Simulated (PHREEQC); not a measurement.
Solution (25 °C): 3.3 mmol/kgw HBr, 0.83 mmol/kgw CuSO4 and 2.1 mmol/kgw MgCl2. It is in equilibrium with CO2 at log p = -2 (atm). Otherwise closed; pH follows from the charge balance.

Equilibrium calculation in PHREEQC: ion-association model, wateq4f.dat.

| quantity | before | after |
|---|---|---|
| pH | 2.54 | 2.55 |
| ionic strength (mol/kgw) | 0.0121 | 0.0118 |
| Mg+2 (mol/kgw) | 0.00199 | 0.00195 |
| Cu+2 (mol/kgw) | 0.000786 | 0.000779 |
| CuCl+ (mol/kgw) | 5.80e-6 | 1.42e-5 |
| HCO3- (mol/kgw) | 5.84e-8 | 4.31e-8 |
| SI of Tenorite (CuO) | -5.83 | -5.12 |
| SI of Cu(OH)2 (Cu(OH)2) | -6.85 | -6.14 |

Which change was made?
A. CuSO4 replaced by Cu(NO3)2 at the same molality
B. diluted 100-fold with water
C. temperature from 25 to 45 °C
D. HBr from 0.0033 to 0.00297 mol/kgw

C, temperature from 25 to 45 °C

Precipitation was switched off in this run. Away from 25 °C the constants follow the database's enthalpies or fits; those with neither stay at their 25 °C values.
